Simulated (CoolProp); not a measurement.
R152A at several states: Z from the reference equation and from simpler models built on Tc = 386.4 K, pc = 45.17 bar, ω = 0.275; each cubic takes its own stable root.

The numbers come from the reference Helmholtz-energy equation of state, Outcalt 1996 in CoolProp. It is a modified Benedict-Webb-Rubin equation, recast in Helmholtz form.

```csv
T (K),p (bar),phase,reference,van der Waals,Soave-Redlich-Kwong,Peng-Robinson
354.5,1.21,gas,0.9863,0.9901,0.9878,0.9866
242.2,3.65,liquid,0.01167,(withheld),(withheld),(withheld)
416.5,1.36,gas,0.9914,0.9925,0.9921,0.9910
369.7,107,liquid,0.3063,(withheld),0.3768,(withheld)
```

**Question.** Complete the blanks.

**Answer.** 
- 242.2, van der Waals: 0.9238
- 242.2, Soave-Redlich-Kwong: 0.01401
- 242.2, Peng-Robinson: 0.01240
- 369.7, van der Waals: 0.4894
- 369.7, Peng-Robinson: 0.3367

At some of these states van der Waals gives the other phase, because its saturation line lies elsewhere.
